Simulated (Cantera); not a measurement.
A perfectly stirred reactor is fed with 55.9 % NH3, 43.6 % N2, 0.431 % H2, at 0.0267 bar; it is held at 1950 K, and followed from long to short residence time.

Detailed kinetics in Cantera: the gas-phase N/H chemistry of the illustrative SiF4/NH3 mechanism in the Surface Chemkin manual (1991). Walls and surfaces, which speed up NH3 decomposition in real reactors, are not modelled.

x: mole fraction; the columns are a selection and need not sum to one.

```csv
τ (s),x NH3,x N2H2,x N2H4,x NH2,x H,x H2,x N2
22,0.0309,1.42e-7,2.53e-10,0.000116,0.000673,0.511,0.458
4.7,0.109,6.54e-7,1.48e-9,0.000282,0.000396,0.436,0.455
1.0,0.281,2.22e-6,5.78e-9,0.000556,0.000188,0.270,0.447
0.22,0.457,4.30e-6,1.24e-8,0.000815,6.51e-5,0.102,0.440
0.048,0.534,5.01e-6,1.74e-8,0.000963,1.87e-5,0.0277,0.437
0.010,0.555,…,…,…,…,…,0.436
0.0023,0.559,6.18e-7,2.84e-9,0.000389,1.54e-6,0.00463,0.436
0.00049,0.559,…,1.43e-10,…,…,0.00435,0.436
0.00011,0.559,8.72e-10,6.88e-12,1.95e-5,3.35e-7,0.00432,0.436
```

What belongs in the gaps?


- 0.010, x N2H2: 3.48e-6
- 0.010, x N2H4: 1.39e-8
- 0.010, x NH2: 0.000860
- 0.010, x H: 5.26e-6
- 0.010, x H2: 0.00795
- 0.00049, x N2H2: 2.38e-8
- 0.00049, x NH2: 8.77e-5
- 0.00049, x H: 5.32e-7
